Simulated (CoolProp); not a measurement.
Properties of hexamethyldisiloxane (MM) along the isobar 2.7 MPa (Tc = 518.7 K, pc = 1.931 MPa, ω = 0.418).

Model: reference Helmholtz-energy equation of state, Thol 2016, in CoolProp.

```tsv
T (K)	phase	cv (kJ/(kg K))	isothermal compressibility (1/MPa)	expansivity (1/kK)	fugacity coefficient
442.1	liquid	1.901	0.01047	2.415	0.1886
464.4	liquid	1.956	0.01591	2.927	0.2661
486.6	liquid	?	0.02731	3.834	0.3559
508.8	liquid	2.071	0.06072	5.982	0.4545
531.1	supercritical	2.149	0.3171	17.34	0.5551
553.3	supercritical	2.182	0.9198	20.14	0.6349
575.5	supercritical	2.192	0.6345	?	0.6893
597.8	supercritical	2.222	0.5350	6.038	0.7326
620	supercritical	2.256	?	4.600	?
```

**Question.** Fill in the missing entries.

**Answer.** 
- 486.6, cv (kJ/(kg K)): 2.011
- 575.5, expansivity (1/kK): 9.141
- 620, isothermal compressibility (1/MPa): 0.4855
- 620, fugacity coefficient: 0.7686
